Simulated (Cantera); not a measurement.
Charge: 1 mol SiO2, 41 mol Cl2, 0.57 mol N2, equilibrated at 9900 Pa.

Cantera equilibrium calculation (NASA polynomials, part measured and part estimated; ideal gas, pure solids and liquids). Candidate condensed phases: Si, SiO2, Si2N2O, Si3N4; 23 gas species. Rates play no part. All values below are at 898 K.

Base state: Cl2 0.986, N2 0.0137, Cl 0.000225 (mole fractions); condensed: SiO2(β-quartz).

Task: What changes in the equilibrium state with this change: pressure from 9900 Pa to 3.40 Pa?

Result: 
| species | before | after |
|---|---|---|
| Cl2 | 0.986 | 0.974 |
| N2 | 0.0137 | 0.0136 |
| Cl | 0.000225 | 0.0121 |
| SiO2(β-quartz), mol | 1.000 | 1.000 |
